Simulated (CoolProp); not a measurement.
Decamethyltetrasiloxane (MD2M) along the isobar 0.705 MPa: density (kg/m³) from the reference equation and from simpler models built on Tc = 326.2 °C, pc = 1.144 MPa, ω = 0.635; each cubic takes its own stable root.

Values from CoolProp's reference Helmholtz-energy equation of state, Thol 2017.

| T (°C) | phase | reference |
|---|---|---|
| -39.75 | liquid | 914.7 |
| -25.25 | liquid | 899.9 |
| -10.85 | liquid | 885.3 |
| 3.65 | liquid | 870.8 |
| 18.15 | liquid | 856.4 |
| 32.65 | liquid | 842.0 |
| 47.05 | liquid | 827.8 |
| 61.55 | liquid | 813.4 |
| 76.05 | liquid | 799.0 |
| 90.55 | liquid | 784.4 |
| 104.95 | liquid | 769.8 |
| 119.45 | liquid | 754.8 |

**Question.** How far does each simpler model (Redlich-Kwong, Soave-Redlich-Kwong, Peng-Robinson) lie from the reference over these 12 states: mean and median of the absolute difference, and the worst?

**Answer.** 
- Redlich-Kwong: mean 17.9 %, median 17.6 %, worst -19.2 % at -39.75 °C and 0.705 MPa
- Soave-Redlich-Kwong: mean 13.0 %, median 12.7 %, worst -16.2 % at -39.75 °C and 0.705 MPa
- Peng-Robinson: mean 2.5 %, median 2.1 %, worst -6.3 % at -39.75 °C and 0.705 MPa
